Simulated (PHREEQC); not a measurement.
# Leach liquor: an equilibrium model

Dissolve 0.56 mol/kgw HCl and 0.0014 mol/kgw MnSO4 at 25 °C. It is in equilibrium with CO2 at log p = -3.5 (atm). Otherwise closed; pH follows from the charge balance.

The numbers come from PHREEQC with the ion-association model, phreeqc.dat.

Precipitation was switched off in this run.

### Question
Predict the pH, density.

### Answer
pH 0.37; density 1.007 g/cm³.

### Question
In which forms is Mn present?

### Answer
Mn+2 63 %, MnCl+ 33 %, MnCl2 3.1 %, MnCl3- 0.5 % of the Mn.
